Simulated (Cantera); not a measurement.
Input: 1 mol CuO, 0.59 mol C, 3 mol N2, equilibrated at 1725 K and 1.65 Torr.

Method: chemical equilibrium by Gibbs-energy minimisation in Cantera with the NASA 1993 tables (ideal gas, pure condensed phases). Candidate condensed phases: C, Cu, CuO, Cu2O; 27 gas species. Kinetics and transport are ignored.

Base state: N2 0.752, CO2 0.103, Cu 0.0995, CO 0.0452, Cu2 0.000136, NO 3.01e-5, O2 1.96e-5 (mole fractions); condensed: Cu(l).

**Question.** What changes in the equilibrium state with this change: pressure from 1.65 Torr to 750 Torr?

**Answer.** 
```tsv
species	before	after
N2	0.752	0.835
CO2	0.103	0.114
CO	0.0452	0.0501
Cu	0.0995	0.000219
Cu2	0.000136	2.99e-7
O2	1.96e-5	4.34e-8
NO	3.01e-5	1.49e-6
Cu(l), mol	0.602	0.999
```

**Question.** What changes in the equilibrium state with this change: C from 0.59 to 0.32 mol?

**Answer.** 
```
species      before     after
----------  -------  --------
N2            0.752     0.771
Cu           0.0995    0.0995
CO2           0.103    0.0815
O2          1.96e-5    0.0457
CO           0.0452  0.000743
NO          3.01e-5   0.00147
O           5.48e-6  0.000265
Cu(l), mol    0.602     0.612
```
